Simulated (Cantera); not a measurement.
An isothermal, constant-pressure homogeneous reactor starts with H₂ : O₂ : N₂ = 1.6 : 1 : 0.89 (molar parts), at 1175 K and 0.760 bar. Integrator tolerance rtol = 1e-08.

Detailed kinetics in Cantera: the H2/O2 subset of GRI-Mech 3.0, which has no nitrogen chemistry. The temperature is held fixed by assumption; the heat of reaction is taken as removed at once.

What does this change do: temperature 1175 to 800 K?


```json
[
 {"quantity": "x(H₂) at 90.0 s", "before": "1.88e-8 (gas-phase equilibrium 1.88e-8)", "after": "0.294 (gas-phase equilibrium <1e-12)"},
 {"quantity": "x(O₂) at 90.0 s", "before": "0.0743 (gas-phase equilibrium 0.0743)", "after": "0.209 (gas-phase equilibrium 0.0743)"},
 {"quantity": "x(OH) at 90.0 s", "before": "4.28e-6 (gas-phase equilibrium 4.28e-6)", "after": "1.27e-9 (gas-phase equilibrium 1.76e-9)"},
 {"quantity": "x(H₂O₂) at 90.0 s", "before": "2.70e-9 (gas-phase equilibrium 2.70e-9)", "after": "0.00190 (gas-phase equilibrium 1.64e-11)"},
 {"quantity": "x(H) at 90.0 s", "before": "1.94e-11 (gas-phase equilibrium 1.94e-11)", "after": "4.47e-9 (gas-phase equilibrium <1e-12)"}
]
```
Below about 950 K walls govern HO2 and H2O2 in real vessels.
